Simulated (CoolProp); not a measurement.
Vapour-liquid equilibrium of R125 (1) + dimethyl ether (2) at 27.55 °C; x and y are mole fractions of (1).

Computed with CoolProp (multi-fluid Helmholtz-energy mixture model, Lemmon 2005 and Wu 2011; pair parameters Bell 2016).

Give the bubble pressure and the first vapour's composition at x = 0.05, 0.15, 0.75. Is there an azeotrope?

x = 0.05: 0.6498 MPa, y = 0.069; x = 0.15: 0.6841 MPa, y = 0.206; x = 0.75: 1.135 MPa, y = 0.873. No azeotrope shows between x = 0.05 and 0.95.

The pair parameters rest on a limited set of measurements; away from them the model extrapolates.
